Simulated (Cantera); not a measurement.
## Equilibrium for silicon nitride deposition: SiCl₄ + N₂ + H₂

Input: 1 mol SiCl₄, 0.87 mol N₂, 11 mol H₂, held at 0.100 bar.

Equilibrium computed with Cantera from the NASA thermochemical tables; the gas is ideal and each condensed phase is pure. Candidate condensed phases: NH₄Cl, Si, Si₃N₄; 28 gas species. N₂ is the only nitrogen source here; it is nearly inert below about 1500 K, so the nitride shown seldom forms there in practice. The tables' values for SiCl₃, SiCl are old estimates; treat these amounts as uncertain. Gases not in the tables: Si₂H₆ and higher silanes. The numbers say what is thermodynamically allowed, not how fast it happens.

From 1125 K to 1725 K the condensed part is Si₃N₄(s). At 1775 K nothing is condensed. The main Si-bearing gas is SiCl₄ at 1125 K and SiCl₂ at 1775 K.

```tsv
T (K)	x H₂	x HCl	x SiCl₂	x N₂	x SiCl₄	x SiCl₃	x SiHCl₃	x H	n Si₃N₄(s)
1125	0.706	0.261	2.10e-5	0.0228	0.0104	0.000133	0.000488	1.18e-7	0.285
1175	0.704	0.263	7.22e-5	0.0224	0.00948	0.000265	0.000598	3.25e-7	0.288
1225	0.703	0.265	0.000222	0.0222	0.00864	0.000493	0.000714	8.26e-7	0.289
1275	0.702	0.266	0.000618	0.0222	0.00778	0.000860	0.000828	1.95e-6	0.289
1325	0.701	0.266	0.00155	0.0226	0.00684	0.00140	0.000924	4.33e-6	0.286
1375	0.701	0.263	0.00351	0.0236	0.00577	0.00210	0.000978	9.07e-6	0.279
1425	0.701	0.258	0.00710	0.0257	0.00455	0.00287	0.000967	1.81e-5	0.265
1475	0.702	0.249	0.0128	0.0290	0.00330	0.00352	0.000881	3.44e-5	0.242
1525	0.704	0.235	0.0207	0.0335	0.00218	0.00389	0.000737	6.28e-5	0.211
1575	0.707	0.217	0.0304	0.0392	0.00131	0.00391	0.000571	0.000111	0.171
1625	0.711	0.197	0.0412	0.0457	0.000737	0.00362	0.000415	0.000188	0.125
1675	0.716	0.175	0.0524	0.0524	0.000390	0.00314	0.000287	0.000311	0.0766
1725	0.720	0.154	0.0633	0.0590	0.000198	0.00259	0.000192	0.000498	0.0282
1775	0.722	0.142	0.0697	0.0628	0.000105	0.00208	0.000126	0.000778	0
```
x: gas mole fraction; n: condensed amount in mol.
